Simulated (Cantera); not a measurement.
Input: 1 mol MgF2, 14 mol H2, 14 mol N2, at 1098 K.

These are equilibrium values from Cantera (NASA tables, ideal gas, pure condensed phases), not measurements of a reactor. Candidate condensed phases: Mg, MgF2; 28 gas species. Equilibrium is a limit: real reactors are often held back by kinetics, nucleation or transport.

**Question.** What share of the Mg ends up in condensed phases as a function of P (Pa), at 0.100, 1, 10, 100, 1000, 10000, 100000?

**Answer.** 
```csv
P (Pa),Mg condensed (%),as
0.100,91.3,MgF2(s)
1,98.4,MgF2(s)
10,99.7,MgF2(s)
100,99.9,MgF2(s)
1000,100.0,MgF2(s)
10000,100.0,MgF2(s)
100000,100.0,MgF2(s)
```
